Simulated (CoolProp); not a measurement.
Vapour-liquid equilibrium of propylene (1) + R22 (2) at 293.8 K; x and y are mole fractions of (1).

Computed with CoolProp (multi-fluid Helmholtz-energy mixture model, Lemmon 2013 and Kamei 1995; pair parameters Bell 2016).

```csv
x,bubble pressure (MPa),y at the bubble point,dew pressure at overall composition x (MPa),liquid density (mol/L)
0.05,0.9480,0.067,0.9427,13.84
0.15,0.9844,0.186,0.9738,13.61
0.25,1.013,0.291,1.002,13.39
0.35,1.035,0.387,1.027,13.19
0.45,1.051,0.478,1.047,13.00
0.55,1.061,0.566,1.060,12.82
0.65,1.066,0.654,1.066,12.66
0.75,1.065,0.744,1.065,12.51
0.85,1.058,0.840,1.057,12.38
0.95,1.044,0.944,1.043,12.26
```

y crosses x between x = 0.65 and 0.75: the model has an azeotrope there.

The pair parameters rest on a limited set of measurements; away from them the model extrapolates.
